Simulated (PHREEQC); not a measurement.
NaOH is added in steps, without added water, to 1 kg of water holding 0.0077 mol HNO3, 4.4e-05 mol CaCl2 and 0.00078 mol CuCl2, at 40 °C. O2 is buffered at 0.21 atm. CO2 from the air is kept out. Precipitation was switched off in this run.

Base run: PHREEQC, ion-association model, wateq4f.dat. Each further column changes one thing. The table gives Cu+2 (mol/kgw).

```tsv
NaOH added (mol)	base	diluted 100-fold with water	temperature from 40 to 60 °C	HNO3 replaced by LiNO3 at the same molality	solids may form
0	0.000775	7.80e-6	0.000770	0.000770	0.000775
0.001375	0.000775	2.39e-13	0.000770	1.42e-5	0.000775
0.00275	0.000775	6.11e-14	0.000770	4.09e-11	0.000775
0.004125	0.000775	2.84e-14	0.000770	9.08e-12	0.000775
0.0055	0.000775	1.67e-14	0.000770	3.96e-12	0.000775
0.006875	0.000775	1.11e-14	0.000770	2.24e-12	0.000775
0.00825	0.000302	0	0.000248	1.45e-12	0.000407
0.009625	4.26e-10	0	4.57e-9	1.02e-12	1.45e-12
0.011	1.94e-11	0	2.09e-10	7.60e-13	6.59e-14
```

In at least one series the solution becomes supersaturated in solids that the run did not let form, among them Cu(OH)2, Atacamite, Cu2(OH)3NO3. At this temperature some constants are extrapolated from 25 °C, and those without enthalpy data are left unchanged. The database's constant for dissolved Cu(OH)2 is higher than later reviews accept. Solids allowed in the column 'solids may form': Portlandite, Cu(OH)2, Atacamite, Cu2(OH)3NO3, Halite.
